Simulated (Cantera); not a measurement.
## Abatement and gas-phase synthesis: CS2 + O2 + H2

A closed system holds: 1 mol CS2, 0.67 mol O2, 0.46 mol H2, equilibrated at 3100 °C and 1 atm.

Cantera equilibrium calculation (NASA polynomials, part measured and part estimated; ideal gas, pure solids and liquids). Candidate condensed phases: C, C6H6, C7H8, C8H18, H2O, H2SO4, S; 123 gas species. Equilibrium is a limit: real reactors are often held back by kinetics, nucleation or transport.

```json
{
  "x(CO)": "0.312",
  "x(S)": "0.242",
  "x(S2)": "0.133",
  "x(H)": "0.108",
  "x(SO)": "0.0770",
  "x(H2)": "0.0616",
  "x(SH)": "0.0388",
  "x(H2O)": "0.00643",
  "x(O)": "0.00499",
  "gas_amount": "3.165 mol",
  "log10 activity of S(l) (absent)": "-2.36",
  "log10 activity of C(graphite) (absent)": "-4.81"
}
```
